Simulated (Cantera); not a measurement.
Source: NASA polynomial tables (part measured, part estimated), evaluated in Cantera. Values are per mole of reaction as written; species without (g) are pure solids or liquids, kept so even where they would boil at 1 bar.

Task: Between 2173 and 2773 K, where is each reaction favourable under standard conditions?
- 2 AlI3(g) ⇌ 3 I2(g) + 2 Al(g)

Result: 
- 2 AlI3(g) ⇌ 3 I2(g) + 2 Al(g): ΔG° is 459 kJ at 2173 K and 248 kJ at 2773 K; it stays positive (K < 1). ΔH° is 1221 kJ and ΔS° 351 J/K at 2773 K.
